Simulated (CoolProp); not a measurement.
Saturation properties of R152A (Tc = 113.3 °C, pc = 45.17 bar, ω = 0.275).

Computed with CoolProp (reference Helmholtz-energy equation of state, Outcalt 1996). It is a modified Benedict-Webb-Rubin equation, recast in Helmholtz form.

```tsv
T (°C)	p (bar)	vapour Z	liquid viscosity (µPa s)	vapour viscosity (µPa s)
19.45	5.043	0.8750	172	11.0
25.45	6.044	___	160	11.2
31.55	7.209	0.8419	149	11.5
37.65	8.536	0.8232	139	11.8
43.75	10.04	0.8032	130	12.1
49.85	11.73	0.7816	121	12.4
55.95	13.63	0.7584	112	12.7
62.05	15.74	0.7335	104	13.0
68.15	18.10	0.7066	96.8	13.4
74.15	20.67	0.6779	89.7	13.9
80.25	23.55	0.6459	82.9	14.4
86.35	___	0.6106	76.3	___
92.45	30.23	0.5708	69.9	15.8
98.55	34.08	0.5244	63.4	16.9
104.65	38.33	0.4665	56.5	18.7
```

Q: Some entries are withheld; supply them.

A: 
- 25.45, vapour Z: 0.8592
- 86.35, p (bar): 26.73
- 86.35, vapour viscosity (µPa s): 15.0

It boils at -24.0 °C under 1 atm.

Viscosity comes from a separate model (Bell 2016), an estimate that may be off by 10 % or more.
